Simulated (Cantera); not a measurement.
Input: 1 mol SiHCl₃, 8.4 mol NH₃, at 1773 K and 0.133 bar.

These are equilibrium values from Cantera (NASA tables, ideal gas, pure condensed phases), not measurements of a reactor. Candidate condensed phases: NH₄Cl, Si, Si₃N₄; 28 gas species. The tables' values for SiCl₃, SiCl are old estimates; treat these amounts as uncertain. Rates play no part.

Base state: H₂ 0.653, N₂ 0.207, HCl 0.115, SiCl₂ 0.0226, SiCl₃ 0.000670, H 0.000630, Cl 8.54e-5, SiHCl₃ 4.49e-5 (mole fractions); condensed: Si₃N₄(s).

**Question.** What changes in the equilibrium state with this change: temperature from 1773 K to 1048.15 K?

**Answer.** 
```json
[
 {"species": "H₂", "before": "0.653", "after": "0.641"},
 {"species": "N₂", "before": "0.207", "after": "0.195"},
 {"species": "HCl", "before": "0.115", "after": "0.163"},
 {"species": "SiCl₂", "before": "0.0226", "after": "2.23e-7"},
 {"species": "SiCl₄", "before": "3.37e-5", "after": "0.000649"},
 {"species": "H", "before": "0.000630", "after": "1.70e-8"},
 {"species": "SiCl", "before": "2.93e-5", "after": "<1e-9"},
 {"species": "Cl", "before": "8.54e-5", "after": "3.94e-9"},
 {"species": "Si₃N₄(s), mol", "before": "0.190", "after": "0.329"}
]
```
